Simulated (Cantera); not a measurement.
Input: 1 mol CH3OH, 5 mol CO2, 23 mol N2, equilibrated at 0.00133 bar.

Cantera equilibrium calculation (NASA polynomials, part measured and part estimated; ideal gas, pure solids and liquids). Candidate condensed phases: C, C6H6, C7H8, C8H18, H2O; 136 gas species. Kinetics and transport are ignored.

**Question.** At 1400 K, list the 6 most abundant gas species with their mole fractions, and the condensed phases.

**Answer.** N2 0.742, CO2 0.113, CO 0.0808, H2O 0.0485, H2 0.0160, H 1.69e-5. Condensed: gas only.
